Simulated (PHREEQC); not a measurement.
Consider water at 80 °C with 8.1 mmol/kgw Cu(NO3)2, 2.6 mmol/kgw HCl and 0.26 mmol/kgw FeCl3. Closed to the air; pH follows from the charge balance.

Equilibrium calculation in PHREEQC: ion-association model, wateq4f.dat.

| quantity | before | after |
|---|---|---|
| pH | 2.60 | 3.25 |
| Cl- (mol/kgw) | 0.00305 | 0.000656 |
| CuCl+ (mol/kgw) | 0.000323 | 1.96e-5 |
| FeOH+2 (mol/kgw) | 0.000171 | 1.43e-5 |
| Fe(OH)2+ (mol/kgw) | 7.80e-5 | 3.76e-5 |
| SI of Tenorite (CuO) | -3.08 | -2.32 |
| SI of Cu(OH)2 (Cu(OH)2) | -4.10 | -3.34 |

Q: What was changed between the two runs?
(A) diluted 5-fold with water
(B) HCl from 0.0026 to 0.013 mol/kgw
(C) 8.9e-05 mol/kgw Ca(OH)2 added
(D) HCl left out
(E) temperature from 80 to 30 °C

A: A, diluted 5-fold with water

Precipitation was switched off in this run. Some of these states are supersaturated (in Hematite (slow to form), Goethite (slow to form), for instance). Away from 25 °C the constants follow the database's enthalpies or fits; those with neither stay at their 25 °C values.
